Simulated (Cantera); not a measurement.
A perfectly stirred reactor is fed with CO : O2 : H2O : N2 = 0.025 : 0.042 : 0.095 : 1 (molar parts), equivalence ratio 0.30, at 10.0 bar; it is held at 1300 K, and followed from long to short residence time.

Model: GRI-Mech 3.0 (53 species, 325 reactions), integrated in Cantera.

| quantity | before | after |
|---|---|---|
| x(CO) at τ = 19.0 s | 1.28e-5 | 4.82e-6 |
| x(O2) at τ = 19.0 s | 0.0257 | 0.0257 |
| x(H2O) at τ = 19.0 s | 0.0826 | 0.0826 |
| x(H2) at τ = 19.0 s | 2.50e-7 | 1.71e-7 |
| x(NO2) at τ = 19.0 s | 5.26e-10 | 1.18e-9 |
| x(CO) at τ = 0.250 s | 0.000683 | 0.000196 |
| x(O2) at τ = 0.250 s | 0.0260 | 0.0258 |
| x(H2O) at τ = 0.250 s | 0.0826 | 0.0826 |
| x(H2) at τ = 0.250 s | 1.11e-5 | 4.48e-6 |
| x(NO2) at τ = 0.250 s | 8.01e-9 | 4.32e-9 |

### Question
What was changed between the two runs?
A. temperature 1300 to 1050 K
B. temperature 1300 to 1375 K
C. pressure from 10.0 bar to 1.01 bar
D. O2 0.042 to 0.026 parts

### Answer
B, temperature 1300 to 1375 K
